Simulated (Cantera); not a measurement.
Mixture: CH₃OH : O₂ : N₂ = 1 : 1.25 : 4.7 (molar parts), at 6.32 atm, adiabatic and at constant volume. Ignition delay is the time to a rise of 400 K.

Cantera simulation using GRI-Mech 3.0 (53 species, 325 reactions); the numbers are that mechanism's predictions, not measurements. GRI-Mech 3.0 was tuned for natural gas; its chemistry of methanol as a main component is partial and can be far from experiment.

Q: Predict: delay at 1175 K; delay at 1225 K; delay at 1275 K; delay at 1325 K; delay at 1375 K; delay at 1425 K; apparent activation energy between 1325 and 1425 K.

A: 
```
Property                                                 Value
--------------------------------------------------  ----------
delay at 1175 K                                        2.97 ms
delay at 1225 K                                        1.28 ms
delay at 1275 K                                       0.589 ms
delay at 1325 K                                       0.290 ms
delay at 1375 K                                       0.152 ms
delay at 1425 K                                        83.8 µs
apparent activation energy between 1325 and 1425 K  200 kJ/mol
```
